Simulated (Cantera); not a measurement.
A Cantera script and its output.

```python
import numpy as np
import cantera as ct

gas = ct.Solution("gri30.yaml")
gas.TPX = 575, 91000, {'CH4': 1, 'C2H6': 0.04, 'O2': 1.92, 'N2': 7.21}
flame = ct.FreeFlame(gas, width=0.043)
flame.set_refine_criteria(ratio=3, slope=0.08, curve=0.16)
flame.transport_model = "mixture-averaged"
flame.solve(loglevel=0, auto=True)
z, T = flame.grid, flame.T
thick = (T[-1] - T[0]) / np.gradient(T, z).max()
show = ['CH4', 'C2H6', 'O2', 'NO2', 'C2H', 'H2']
print(f"laminar burning velocity  {flame.velocity[0] * 100:.3f} cm/s")
print(f"burnt temperature         {T[-1]:.1f} K")
print(f"thermal thickness         {thick * 1e3:.4f} mm")
print(f"grid points               {len(z)}")
z0 = z[flame.heat_release_rate.argmax()]
print(f"{'z/mm':>9s}{'T/K':>9s}{'u/(m/s)':>9s}" + "".join(f"{s:>11s}" for s in show))
rows = []
for k in (-3, -2, -1.5, -1, -0.5, -0.25, 0, 0.25, 0.5, 1, 2, 4, 8):
    zz = z0 + k * thick
    rows.append([k * thick, np.interp(zz, z, T), np.interp(zz, z, flame.velocity),
                 *(np.interp(zz, z, flame.X[gas.species_index(s)]) for s in show)])
    print(f"{rows[-1][0] * 1e3:9.3f}{rows[-1][1]:9.1f}{rows[-1][2]:9.3f}" + "".join(f"{x:11.3e}" for x in rows[-1][3:]))
```

Output:

```
laminar burning velocity  122.908 cm/s
burnt temperature         2366.1 K
thermal thickness         0.3584 mm
grid points               154
     z/mm      T/K  u/(m/s)        CH4       C2H6         O2        NO2        C2H         H2
   -1.075    575.1    1.231  9.820e-02  3.929e-03  1.886e-01  7.308e-11  2.250e-25  1.146e-03
   -0.717    576.4    1.236  9.786e-02  3.920e-03  1.881e-01  1.099e-09  3.109e-22  3.388e-03
   -0.538    583.7    1.256  9.703e-02  3.907e-03  1.871e-01  8.567e-09  1.573e-19  6.520e-03
   -0.358    638.2    1.383  9.294e-02  3.860e-03  1.825e-01  6.407e-08  3.418e-16  1.286e-02
   -0.179   1026.2    2.265  6.773e-02  3.502e-03  1.501e-01  7.677e-08  4.933e-11  2.406e-02
   -0.090   1443.4    3.229  3.816e-02  1.967e-03  1.077e-01  3.173e-08  1.898e-08  2.992e-02
    0.000   1832.1    4.143  9.970e-03  1.645e-04  5.827e-02  8.964e-09  6.889e-07  3.130e-02
    0.090   2003.5    4.538  9.208e-04  1.052e-06  2.832e-02  2.892e-09  6.973e-07  2.639e-02
    0.179   2046.9    4.622  4.325e-05  1.862e-09  1.725e-02  2.933e-09  6.089e-08  2.290e-02
    0.358   2084.0    4.681  7.827e-08  9.788e-15  1.198e-02  3.327e-09  1.095e-10  2.208e-02
    0.717   2130.2    4.765  3.385e-11  9.768e-20  9.853e-03  3.764e-09  4.961e-14  2.178e-02
    1.434   2188.9    4.878  1.673e-15  6.465e-27  7.926e-03  4.732e-09  1.096e-19  2.042e-02
    2.867   2252.2    4.998  1.290e-15  2.582e-28  5.784e-03  6.602e-09  1.831e-21  1.857e-02
```

Model: GRI-Mech 3.0 (53 species, 325 reactions), integrated in Cantera. Burning velocities carry a grid error of a few per cent, more on coarse grids.
